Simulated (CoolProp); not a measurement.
Oxygen at 298.15 K and 13.5 MPa flows at 0.29 m/s in a round tube of 50 mm bore and 0.25 µm roughness, fully developed (64/Re and Nu = 3.66 if laminar; Colebrook and Gnielinski if turbulent). Each further row changes one setting.

Computed with CoolProp (reference Helmholtz-energy equation of state, Schmidt 1985).

```
case               Reynolds number  Darcy friction factor  pressure drop (Pa/m)  heat-transfer coefficient (W/(m² K))  mass flow (kg/h)
-----------------  ---------------  ---------------------  --------------------  ------------------------------------  ----------------
as stated                   110000                 0.0177                  2.74                                   144               378
velocity 0.58 m/s           220000                 0.0154                  9.55                                   251               757
diameter 100 mm             220000                 0.0154                  1.19                                   126              1510
```

Viscosity comes from a separate model (Lemmon 2004). Thermal conductivity comes from a separate model (Lemmon 2004).
